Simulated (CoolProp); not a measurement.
Vapour-liquid equilibrium of R21 (1) + ethanol (2) at 387.4 K; x and y are mole fractions of (1).

The numbers come from the multi-fluid Helmholtz-energy mixture model, Platzer 1990 and Schroeder 2014; pair parameters Bell 2016 in CoolProp. This equation is an older, rougher fit; its heat capacities, sound speeds and derivatives of the liquid may be far off and weren't checked against measurements.

**Question.** Give the bubble pressure and the first vapour's composition at x = 0.45, 0.75, 0.95. Is there an azeotrope?

**Answer.** x = 0.45: 16.98 bar, y = 0.786; x = 0.75: 17.67 bar, y = 0.821; x = 0.95: 17.93 bar, y = 0.943. y crosses x between x = 0.85 and 0.95: the model has an azeotrope there.

The pair parameters rest on a limited set of measurements; away from them the model extrapolates. With so large a gap from Raoult's law the liquid may split in two, which this calculation doesn't test in full.
